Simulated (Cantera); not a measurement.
A closed system holds: 1 mol SiH2Cl2, 17 mol H2, equilibrated at 0.340 bar.

Method: chemical equilibrium by Gibbs-energy minimisation in Cantera with the NASA 1993 tables (ideal gas, pure condensed phases). Candidate condensed phases: Si; 19 gas species. The tables' values for SiCl3, SiCl are old estimates; treat these amounts as uncertain. Gases not in the tables: Si2H6 and higher silanes. Kinetics and transport are ignored.

x: gas mole fraction; n: condensed amount in mol.

| T (°C) | x H2 | x HCl | x SiCl2 | x SiCl4 | x SiHCl3 | x SiCl3 | x SiH2Cl2 | n Si(s) | n Si(l) |
|---|---|---|---|---|---|---|---|---|---|
| 600 | 0.967 | 0.00290 | 1.10e-5 | 0.0169 | 0.0121 | 5.62e-5 | 0.000787 | 0.450 | 0 |
| 700 | 0.964 | 0.00778 | 0.000101 | 0.0161 | 0.0112 | 0.000238 | 0.000813 | 0.474 | 0 |
| 800 | 0.957 | 0.0169 | 0.000582 | 0.0142 | 0.00982 | 0.000717 | 0.000795 | 0.517 | 0 |
| 900 | 0.946 | 0.0307 | 0.00226 | 0.0107 | 0.00771 | 0.00157 | … | 0.572 | 0 |
| 1000 | 0.933 | 0.0466 | 0.00602 | 0.00620 | 0.00496 | 0.00239 | … | 0.622 | 0 |
| 1100 | 0.922 | 0.0592 | 0.0109 | 0.00244 | 0.00240 | 0.00240 | … | 0.650 | 0 |
| 1200 | 0.917 | 0.0652 | 0.0146 | 0.000697 | 0.000920 | 0.00172 | … | 0.656 | 0 |
| 1300 | 0.915 | 0.0670 | 0.0166 | 0.000185 | 0.000334 | 0.00108 | … | 0.652 | 0 |
| 1400 | 0.914 | 0.0671 | 0.0177 | 5.27e-5 | 0.000129 | 0.000670 | … | 0.645 | 0 |
| 1500 | 0.912 | 0.0696 | 0.0171 | 1.69e-5 | 5.21e-5 | 0.000413 | … | 0 | 0.665 |

Problem. Some entries are withheld; supply them.

Solution. 
- 900, x SiH2Cl2: 0.000710
- 1000, x SiH2Cl2: 0.000550
- 1100, x SiH2Cl2: 0.000350
- 1200, x SiH2Cl2: 0.000190
- 1300, x SiH2Cl2: 9.99e-5
- 1400, x SiH2Cl2: 5.43e-5
- 1500, x SiH2Cl2: 2.88e-5
